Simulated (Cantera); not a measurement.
Input: 1 mol Si₂Cl₆, 0.9 mol HCl, 31 mol N₂, at 898.15 K and 0.730 bar.

Cantera equilibrium calculation (NASA polynomials, part measured and part estimated; ideal gas, pure solids and liquids). Candidate condensed phases: NH₄Cl, Si, Si₃N₄; 28 gas species. The feed counts by its element totals alone. N₂ is the only nitrogen source here; it is nearly inert below about 1500 K, so the nitride shown seldom forms there in practice. Equilibrium is a limit: real reactors are often held back by kinetics, nucleation or transport.

Base state: N₂ 0.928, SiCl₄ 0.0462, HCl 0.0237, H₂ 0.00176 (mole fractions); condensed: Si₃N₄(s).

Question: What changes in the equilibrium state with this change: Si₂Cl₆ replaced by SiCl₄?

Answer: 
```csv
species,before,after
N₂,0.928,0.942
SiCl₄,0.0462,0.0304
HCl,0.0237,0.0274
H₂,0.00176,4.45e-8
"Si₃N₄(s), mol",0.157,0
```
